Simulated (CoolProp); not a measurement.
The fluid at 320.54 K and 1.26 MPa (stagnation) flows isentropically through a choked orifice. The same conditions are run with several fluids, on thermodynamics alone (safety and materials aside).

Computed with CoolProp (reference Helmholtz-energy equation of state of each fluid (R13: Platzer 1990; CH2F2 (R32): Tillner-Roth 1997; ethylene: Smukala 2000; carbon monoxide: Lemmon 2006; hydrogen sulfide: Lemmon 2006)). The equations of Platzer and Polt are older, rougher fits.

```tsv
fluid	throat to inlet pressure ratio	mass flux (kg/(m² s))	throat temperature (K)
R13	0.583	5200	297.7
CH2F2 (R32)	0.561	3870	285.0
ethylene	0.557	2750	284.7
carbon monoxide	0.527	2810	266.6
hydrogen sulfide	0.544	3140	275.0
```
